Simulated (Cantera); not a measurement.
An adiabatic, constant-pressure homogeneous reactor starts with C3H8 : O2 : N2 = 1 : 6.85 : 25.8 (molar parts), equivalence ratio 0.73, at 1200 K and 1130 Torr. Integrator tolerance rtol = 1e-08.

Model: GRI-Mech 3.0 (53 species, 325 reactions), integrated in Cantera. GRI-Mech 3.0 was tuned for natural gas; its chemistry of propane as a main component is partial and can be far from experiment.

What does this change do: pressure from 1130 Torr to 9750 Torr?


```json
[
 {"quantity": "time of steepest temperature rise", "before": "4.99 ms", "after": "1.32 ms"},
 {"quantity": "temperature at 0.100 s", "before": "2513 K", "after": "2581 K"},
 {"quantity": "equilibrium temperature", "before": "2513 K", "after": "2581 K"},
 {"quantity": "x(C3H8) at 0.100 s", "before": "<1e-12 (gas-phase equilibrium <1e-12)", "after": "<1e-12 (gas-phase equilibrium <1e-12)"},
 {"quantity": "x(O2) at 0.100 s", "before": "0.0502 (gas-phase equilibrium 0.0502)", "after": "0.0481 (gas-phase equilibrium 0.0481)"},
 {"quantity": "x(HO2) at 0.100 s", "before": "5.77e-6 (gas-phase equilibrium 5.77e-6)", "after": "1.15e-5 (gas-phase equilibrium 1.15e-5)"},
 {"quantity": "x(CO2) at 0.100 s", "before": "0.0748 (gas-phase equilibrium 0.0748)", "after": "0.0803 (gas-phase equilibrium 0.0803)"},
 {"quantity": "x(N2O) at 0.100 s", "before": "7.28e-7 (gas-phase equilibrium 7.28e-7)", "after": "2.37e-6 (gas-phase equilibrium 2.37e-6)"},
 {"quantity": "x(CH3) at 0.100 s", "before": "<1e-12 (gas-phase equilibrium <1e-12)", "after": "<1e-12 (gas-phase equilibrium <1e-12)"}
]
```
The pressure lies above the range GRI-Mech 3.0 was tuned for (to about 10 atm).

What does this change do: pressure from 1130 Torr to 3750 Torr?


| quantity | before | after |
|---|---|---|
| time of steepest temperature rise | 4.99 ms | 2.57 ms |
| temperature at 0.100 s | 2513 K | 2554 K |
| equilibrium temperature | 2513 K | 2554 K |
| x(C3H8) at 0.100 s | <1e-12 (gas-phase equilibrium <1e-12) | <1e-12 (gas-phase equilibrium <1e-12) |
| x(O2) at 0.100 s | 0.0502 (gas-phase equilibrium 0.0502) | 0.0489 (gas-phase equilibrium 0.0489) |
| x(HO2) at 0.100 s | 5.77e-6 (gas-phase equilibrium 5.77e-6) | 8.56e-6 (gas-phase equilibrium 8.56e-6) |
| x(CO2) at 0.100 s | 0.0748 (gas-phase equilibrium 0.0748) | 0.0781 (gas-phase equilibrium 0.0781) |
| x(N2O) at 0.100 s | 7.28e-7 (gas-phase equilibrium 7.28e-7) | 1.41e-6 (gas-phase equilibrium 1.41e-6) |
| x(CH3) at 0.100 s | <1e-12 (gas-phase equilibrium <1e-12) | <1e-12 (gas-phase equilibrium <1e-12) |
